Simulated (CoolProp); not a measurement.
Model: reference Helmholtz-energy equation of state, Zhou 2016, in CoolProp.

Problem. For R245ca, give the phase and the density (kg/m³), cv (kJ/(kg K)), Joule-Thomson coefficient (K/MPa), isothermal compressibility (1/MPa) at 163.55 °C and 8.99 bar.

Solution. 
- 163.55 °C and 8.99 bar: gas; density 36.6, cv 1.10, Joule-Thomson coefficient 9.13, isothermal compressibility 1.23
